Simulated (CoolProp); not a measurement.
Properties of R123 along the isobar 1.01 bar (Tc = 183.7 °C, pc = 36.62 bar, ω = 0.282).

Computed with CoolProp (reference Helmholtz-energy equation of state, Younglove 1994). It is a modified Benedict-Webb-Rubin equation, recast in Helmholtz form.

```tsv
T (°C)	phase	Joule-Thomson coefficient (K/MPa)	isothermal compressibility (1/MPa)	viscosity (µPa s)	conductivity (mW/(m K))	fugacity coefficient
11.25	liquid	-0.3515	0.001686	492	80.4	…
16.85	liquid	-0.3391	0.001803	460	78.7	0.6421
22.55	liquid	-0.3256	0.001935	430	…	0.7959
33.85	gas	35.30	10.33	11.1	9.70	…
39.55	gas	33.05	10.30	11.3	10.0	0.9641
45.15	gas	31.03	10.27	…	10.4	0.9664
50.85	gas	29.16	…	11.7	10.7	0.9684
56.55	gas	27.45	10.22	11.9	…	0.9703
62.15	gas	25.91	10.20	…	11.4	0.9720
67.85	gas	24.48	10.18	12.3	11.7	0.9737
73.45	gas	23.18	10.17	12.5	12.0	0.9751
79.15	gas	21.96	10.15	12.7	12.3	0.9765
84.85	gas	20.84	10.14	12.9	12.7	0.9778
```

### Question
What belongs in the gaps?

### Answer

- 11.25, fugacity coefficient: 0.5144
- 22.55, conductivity (mW/(m K)): 77.1
- 33.85, fugacity coefficient: 0.9617
- 45.15, viscosity (µPa s): 11.5
- 50.85, isothermal compressibility (1/MPa): 10.25
- 56.55, conductivity (mW/(m K)): 11.0
- 62.15, viscosity (µPa s): 12.1

Viscosity comes from a separate model (Tanaka 1996). Thermal conductivity comes from a separate model (Laesecke 1996).
